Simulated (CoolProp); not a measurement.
Vapour-liquid equilibrium of CHF3 (R23) (1) + sulfur hexafluoride (2) at -35.15 °C; x and y are mole fractions of (1).

Computed with CoolProp (multi-fluid Helmholtz-energy mixture model, Penoncello 2003 and Guder 2009; pair parameters Bell 2016).

```
x      bubble pressure (MPa)  y at the bubble point  dew pressure at overall composition x (MPa)  liquid density (mol/L)
-----  ---------------------  ---------------------  -------------------------------------------  ----------------------
0.05                  0.5056                  0.208                                       0.4292                   12.26
0.125                 0.6111                  0.369                                       0.4628                   12.48
0.2                   0.6841                  0.459                                       0.5014                   12.72
0.275                 0.7362                  0.519                                       0.5459                   12.98
0.35                  0.7749                  0.565                                       0.5971                   13.27
0.425                 0.8047                  0.603                                       0.6555                   13.60
0.5                   0.8284                  0.638                                       0.7195                   13.96
0.575                 0.8474                  0.673                                       0.7834                   14.38
0.65                  0.8620                  0.711                                       0.8354                   14.84
0.725                 0.8718                  0.753                                       0.8660                   15.35
0.8                   0.8760                  0.802                                       0.8759                   15.93
0.875                 0.8726                  0.862                                       0.8708                   16.57
0.95                  0.8590                  0.937                                       0.8559                   17.28
```

y crosses x between x = 0.8 and 0.875: the model has an azeotrope there.

The pair parameters rest on a limited set of measurements; away from them the model extrapolates.
